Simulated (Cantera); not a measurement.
An isothermal, constant-pressure homogeneous reactor starts with 15.1 % H2, 17.0 % O2, 67.9 % N2, equivalence ratio 0.45, at 1050 K and 0.276 atm.

Model: GRI-Mech 3.0 (53 species, 325 reactions), integrated in Cantera. The temperature is held fixed by assumption; the heat of reaction is taken as removed at once.

x: mole fraction; the columns are a selection and need not sum to one.

```csv
t (s),x H2,x O2,x H2O2,x H,x OH
9.00e-5,0.151,0.170,7.91e-12,1.77e-8,[?]
0.000513,0.0258,0.114,3.94e-6,0.0232,[?]
0.00292,0.000520,0.102,1.84e-6,1.06e-5,[?]
0.0166,3.28e-5,0.102,2.93e-7,1.65e-7,[?]
0.0949,4.68e-7,0.102,3.42e-8,1.40e-9,[?]
0.541,1.04e-8,0.102,4.79e-9,4.27e-11,[?]
3.08,1.50e-9,0.102,8.34e-10,2.86e-12,[?]
17.6,4.12e-10,0.102,1.98e-10,<1e-12,[?]
100,3.53e-10,0.102,1.44e-10,<1e-12,[?]
```

Q: Complete the blanks.

A: 
- 9.00e-5, x OH: 1.51e-9
- 0.000513, x OH: 0.00296
- 0.00292, x OH: 0.000102
- 0.0166, x OH: 2.66e-5
- 0.0949, x OH: 7.66e-6
- 0.541, x OH: 2.64e-6
- 3.08, x OH: 1.06e-6
- 17.6, x OH: 5.08e-7
- 100, x OH: 4.31e-7
